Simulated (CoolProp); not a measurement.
Isobutane along the isobar 5000 kPa: density (kg/m³) from the reference equation and from simpler models built on Tc = 134.7 °C, pc = 3629 kPa, ω = 0.184; each cubic takes its own stable root.

Model: reference Helmholtz-energy equation of state, Bücker 2006, in CoolProp.

```json
[
 {"T (°C)": "-86.25", "phase": "liquid", "reference": "673.8", "van der Waals": "423.5", "Soave-Redlich-Kwong": "629.5"},
 {"T (°C)": "-77.65", "phase": "liquid", "reference": "665.7", "van der Waals": "419.4", "Soave-Redlich-Kwong": "623.2"},
 {"T (°C)": "-69.05", "phase": "liquid", "reference": "657.4", "van der Waals": "415.3", "Soave-Redlich-Kwong": "616.8"},
 {"T (°C)": "-60.45", "phase": "liquid", "reference": "649.1", "van der Waals": "411.0", "Soave-Redlich-Kwong": "610.1"},
 {"T (°C)": "-51.95", "phase": "liquid", "reference": "640.8", "van der Waals": "406.7", "Soave-Redlich-Kwong": "603.2"},
 {"T (°C)": "-43.35", "phase": "liquid", "reference": "632.3", "van der Waals": "402.3", "Soave-Redlich-Kwong": "595.9"},
 {"T (°C)": "-34.75", "phase": "liquid", "reference": "623.7", "van der Waals": "397.8", "Soave-Redlich-Kwong": "588.4"},
 {"T (°C)": "-26.15", "phase": "liquid", "reference": "615.0", "van der Waals": "393.2", "Soave-Redlich-Kwong": "580.5"},
 {"T (°C)": "-17.55", "phase": "liquid", "reference": "606.2", "van der Waals": "388.4", "Soave-Redlich-Kwong": "572.3"},
 {"T (°C)": "-9.05", "phase": "liquid", "reference": "597.3", "van der Waals": "383.6", "Soave-Redlich-Kwong": "563.9"},
 {"T (°C)": "-0.45", "phase": "liquid", "reference": "588.2", "van der Waals": "378.5", "Soave-Redlich-Kwong": "555.0"},
 {"T (°C)": "8.15", "phase": "liquid", "reference": "578.8", "van der Waals": "373.3", "Soave-Redlich-Kwong": "545.7"},
 {"T (°C)": "16.75", "phase": "liquid", "reference": "569.2", "van der Waals": "368.0", "Soave-Redlich-Kwong": "535.9"},
 {"T (°C)": "25.35", "phase": "liquid", "reference": "559.4", "van der Waals": "362.5", "Soave-Redlich-Kwong": "525.7"}
]
```
